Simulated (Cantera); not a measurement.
# Low-pressure radical oxidation in H2/O2

An isothermal, constant-pressure homogeneous reactor starts with H₂ : O₂ = 0.45 : 1 (molar parts), equivalence ratio 0.23, at 1325 K and 0.00530 bar.

Computed with Cantera and the H2/O2 subset of GRI-Mech 3.0, which has no nitrogen chemistry. Radical loss at walls, strong at low pressure, is not modelled. The temperature is held fixed by assumption; the heat of reaction is taken as removed at once.

```
t (s)        x H₂   x O₂       x H    x H₂O₂     x H₂O      x OH    x HO₂
--------  -------  -----  --------  --------  --------  --------  -------
0.000200    0.310  0.690   2.48e-7  3.54e-10   2.17e-7   7.31e-8  1.32e-7
0.000843    0.310  0.689  0.000160   6.09e-9  0.000231   5.04e-5  6.03e-7
0.00356    0.0207  0.522     0.116   1.35e-7     0.223    0.0185  2.86e-6
0.0150     0.0194  0.535    0.0985   1.49e-7     0.241    0.0181  3.05e-6
0.0632     0.0127  0.578    0.0440   1.93e-7     0.300    0.0153  3.58e-6
0.267     0.00171  0.625   0.00186   1.35e-7     0.359   0.00578  2.43e-6
1.12      8.51e-5  0.632   2.05e-5   3.02e-8     0.366   0.00130  3.31e-7
4.74      8.46e-6  0.632   6.46e-7   6.73e-9     0.367  0.000411  5.82e-8
20.0      1.53e-6  0.633   4.99e-8   1.99e-9     0.367  0.000175  4.72e-8
```
x: mole fraction; the columns are a selection and need not sum to one.

Equilibrium at this temperature and pressure: H₂ 8.57e-7, O₂ 0.633, H 2.09e-8, H₂O₂ 1.41e-9, H₂O 0.367, OH 0.000131, HO₂ 5.59e-8 (gas phase only).
